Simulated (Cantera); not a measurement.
An adiabatic, constant-pressure homogeneous reactor starts with 15.7 % CO, 17.2 % H2, 13.7 % O2, 53.4 % N2, at 1425 K and 7500 Torr.

Cantera simulation using GRI-Mech 3.0 (53 species, 325 reactions); the numbers are that mechanism's predictions, not measurements. The hydrogen kinetics of GRI-Mech 3.0 are dated; newer H2 mechanisms differ, most at raised pressure.

Question: Predict: time of steepest temperature rise; temperature at 9.00 s; equilibrium temperature; x(CO) at 9.00 s; x(H2) at 9.00 s; x(O2) at 9.00 s; x(NO) at 9.00 s; x(H2O2) at 9.00 s; x(H) at 9.00 s; x(H2O) at 9.00 s.

Answer: 
```
Quantity                                                             Value
---------------------------------  ---------------------------------------
time of steepest temperature rise                                  2.50 µs
temperature at 9.00 s                                               2966 K
equilibrium temperature                                             2966 K
x(CO) at 9.00 s                      0.0823 (gas-phase equilibrium 0.0823)
x(H2) at 9.00 s                      0.0195 (gas-phase equilibrium 0.0195)
x(O2) at 9.00 s                      0.0112 (gas-phase equilibrium 0.0112)
x(NO) at 9.00 s                    0.00921 (gas-phase equilibrium 0.00921)
x(H2O2) at 9.00 s                  8.92e-7 (gas-phase equilibrium 8.92e-7)
x(H) at 9.00 s                     0.00631 (gas-phase equilibrium 0.00631)
x(H2O) at 9.00 s                       0.162 (gas-phase equilibrium 0.162)
```
